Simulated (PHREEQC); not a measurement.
A PHREEQC speciation (ion-association model, phreeqc.dat) at 92 °C gives pH 3.83 and these molalities:

```csv
species,mol/kgw
CuSO4,0.0988
SO4-2,0.0897
Cu+2,0.0895
HSO4-,0.00209
Cu2(OH)2+2,0.000823
Na+,0.000640
H+,0.000198
NaSO4-,7.97e-5
CuOH+,2.18e-6
```

Q: What are the element totals, and what could have been dissolved in 1 kg of water to give them?

A: Several could match; the one computed here: totals Cu(2) 0.190, Na 0.000720, S(6) 0.191 mol/kgw, from 0.19 mol CuSO4, 0.00032 mol H2SO4 and 0.00036 mol Na2SO4 per kg of water.

Precipitation was switched off in this run. Complexes and solids missing from the database can't appear. At this temperature some constants are extrapolated from 25 °C, and those without enthalpy data are left unchanged.
